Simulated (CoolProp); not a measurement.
Model: reference Helmholtz-energy equation of state, de Vries 1995, in CoolProp.

For R124, give the phase and the cp (kJ/(kg K)), cv (kJ/(kg K)), Joule-Thomson coefficient (K/MPa), isothermal compressibility (1/MPa) at 170.7 K and 222 kPa; 352.7 K and 222 kPa.


- 170.7 K and 222 kPa: liquid; cp 0.951, cv 0.651, Joule-Thomson coefficient -0.454, isothermal compressibility 0.000750
- 352.7 K and 222 kPa: gas; cp 0.818, cv 0.747, Joule-Thomson coefficient 13.5, isothermal compressibility 4.66
